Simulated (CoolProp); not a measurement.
200 sccm (0 °C, 1 atm) of nitrogen bubbles through liquid m-xylene at 370.1 K and leaves saturated at a total pressure of 0.15 MPa (ideal gas phase). Each further row changes one setting.

Values from CoolProp's reference Helmholtz-energy equation of state, Zhou 2012.

```json
[
 {"case": "as stated", "vapour pressure (kPa)": "28.1", "mole fraction of vapour": "___", "delivery (mg/min)": "218", "delivery (sccm)": "46.1", "change of delivery for a bath 1 K warmer (%)": "4.4"},
 {"case": "bath temperature 375.1 K", "vapour pressure (kPa)": "___", "mole fraction of vapour": "0.222", "delivery (mg/min)": "270", "delivery (sccm)": "___", "change of delivery for a bath 1 K warmer (%)": "4.4"},
 {"case": "total pressure 0.3 MPa", "vapour pressure (kPa)": "28.1", "mole fraction of vapour": "___", "delivery (mg/min)": "___", "delivery (sccm)": "___", "change of delivery for a bath 1 K warmer (%)": "3.9"}
]
```

Task: Fill in the missing entries.

Result: 
- as stated, mole fraction of vapour: 0.187
- bath temperature 375.1 K, vapour pressure (kPa): 33.3
- bath temperature 375.1 K, delivery (sccm): 57.1
- total pressure 0.3 MPa, mole fraction of vapour: 0.0936
- total pressure 0.3 MPa, delivery (mg/min): 97.9
- total pressure 0.3 MPa, delivery (sccm): 20.7
